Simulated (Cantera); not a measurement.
Feed: 1 mol Si, 0.086 mol HCl, a varied amount of H₂, at 748.15 K and 680000 Pa.

Method: chemical equilibrium by Gibbs-energy minimisation in Cantera with the NASA 1993 tables (ideal gas, pure condensed phases). Candidate condensed phases: Si; 19 gas species. The numbers say what is thermodynamically allowed, not how fast it happens.

log p: log10 of the partial pressure in bar; n: condensed amount in mol.

```
n(H₂) (mol)  log p H₂  log p SiHCl₃  log p SiCl₄  log p SiH₂Cl₂  log p HCl  log p SiH₃Cl  log p SiCl₃  n Si(s)
-----------  --------  ------------  -----------  -------------  ---------  ------------  -----------  -------
0.37             0.81         -0.64        -0.81          -1.61      -2.71         -3.24        -4.69    0.974
0.6              0.81         -0.80        -1.03          -1.72      -2.77         -3.28        -4.86    0.974
0.97             0.82             …            …              …      -2.82             …        -5.03    0.973
1.6              0.83         -1.16        -1.51          -1.95      -2.88         -3.39        -5.22    0.973
2.5              0.83         -1.34        -1.75          -2.06      -2.94         -3.44        -5.40    0.973
4.1              0.83             …            …              …          …             …        -5.60    0.972
6.6              0.83         -1.73        -2.27          -2.32      -3.07         -3.57        -5.79    0.972
```

### Question
Fill in the missing entries.

### Answer

- 4.1, log p SiHCl₃: -1.53
- 4.1, log p SiCl₄: -2.01
- 4.1, log p SiH₂Cl₂: -2.19
- 4.1, log p HCl: -3.00
- 4.1, log p SiH₃Cl: -3.50
- 0.97, log p SiHCl₃: -0.98
- 0.97, log p SiCl₄: -1.26
- 0.97, log p SiH₂Cl₂: -1.83
- 0.97, log p SiH₃Cl: -3.33
